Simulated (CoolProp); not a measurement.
Values from CoolProp's reference Helmholtz-energy equation of state, Jacobsen 1992.

Problem. For R11, give the phase and the speed of sound (m/s), Joule-Thomson coefficient (K/MPa), isothermal compressibility (1/MPa), Prandtl number at 221.65 °C and 0.944 MPa; 221.65 °C and 5.19 MPa; 221.65 °C and 6.14 MPa.

Solution. 
- 221.65 °C and 0.944 MPa: gas; speed of sound 172, Joule-Thomson coefficient 10.3, isothermal compressibility 1.14, Prandtl number 0.721
- 221.65 °C and 5.19 MPa: supercritical; speed of sound 112, Joule-Thomson coefficient 14.7, isothermal compressibility 0.558, Prandtl number 1.71
- 221.65 °C and 6.14 MPa: supercritical; speed of sound 120, Joule-Thomson coefficient 9.00, isothermal compressibility 0.402, Prandtl number 3.26

Viscosity comes from a separate model (Klein 1997), an estimate that may be off by 10 % or more. Thermal conductivity comes from a separate model (McLinden 2000), an estimate that may be off by 10 % or more.
